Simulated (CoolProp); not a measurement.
Vapour pressure (MPa) of R21: the reference equation beside estimates from Tc = 452.7 K, pc = 5.289 MPa, ω = 0.206. Clausius-Clapeyron is anchored at 254.4 K with a constant enthalpy of vaporisation of 26.07 kJ/mol.

Model: reference Helmholtz-energy equation of state, Platzer 1990, in CoolProp. This equation is an older, rougher fit; its heat capacities, sound speeds and derivatives of the liquid may be far off and weren't checked against measurements.

```json
[
 {"T (K)": "254.4", "reference": "0.03028", "Lee-Kesler": "0.02974", "Clausius-Clapeyron": "0.03028", "van der Waals": "0.3114", "Peng-Robinson": "0.03122"},
 {"T (K)": "263.9", "reference": "0.04743", "Lee-Kesler": "0.04666", "Clausius-Clapeyron": "0.04720", "van der Waals": "0.3881", "Peng-Robinson": "0.04840"},
 {"T (K)": "273.4", "reference": "0.07166", "Lee-Kesler": "0.07065", "Clausius-Clapeyron": "0.07133", "van der Waals": "0.4769", "Peng-Robinson": "0.07250"},
 {"T (K)": "282.9", "reference": "0.1049", "Lee-Kesler": "0.1036", "Clausius-Clapeyron": "0.1048", "van der Waals": "0.5786", "Peng-Robinson": "0.1054"},
 {"T (K)": "292.4", "reference": "0.1491", "Lee-Kesler": "0.1476", "Clausius-Clapeyron": "0.1503", "van der Waals": "0.6940", "Peng-Robinson": "0.1490"},
 {"T (K)": "301.8", "reference": "0.2060", "Lee-Kesler": "0.2044", "Clausius-Clapeyron": "0.2099", "van der Waals": "0.8224", "Peng-Robinson": "0.2050"},
 {"T (K)": "311.3", "reference": "0.2792", "Lee-Kesler": "0.2775", "Clausius-Clapeyron": "0.2882", "van der Waals": "0.9673", "Peng-Robinson": "0.2770"},
 {"T (K)": "320.8", "reference": "0.3707", "Lee-Kesler": "0.3690", "Clausius-Clapeyron": "0.3884", "van der Waals": "1.128", "Peng-Robinson": "0.3672"},
 {"T (K)": "330.3", "reference": "0.4832", "Lee-Kesler": "0.4815", "Clausius-Clapeyron": "0.5144", "van der Waals": "1.305", "Peng-Robinson": "0.4782"},
 {"T (K)": "339.8", "reference": "0.6195", "Lee-Kesler": "0.6180", "Clausius-Clapeyron": "0.6708", "van der Waals": "1.499", "Peng-Robinson": "0.6131"},
 {"T (K)": "349.2", "reference": "0.7805", "Lee-Kesler": "0.7793", "Clausius-Clapeyron": "0.8600", "van der Waals": "1.709", "Peng-Robinson": "0.7731"}
]
```

Absolute difference from the reference over all 11 rows, mean and median: Lee-Kesler 0.9 and 0.8 %, Clausius-Clapeyron 3.3 and 1.9 %, van der Waals 382.7 and 299.2 %, Peng-Robinson 1.1 and 0.9 %.
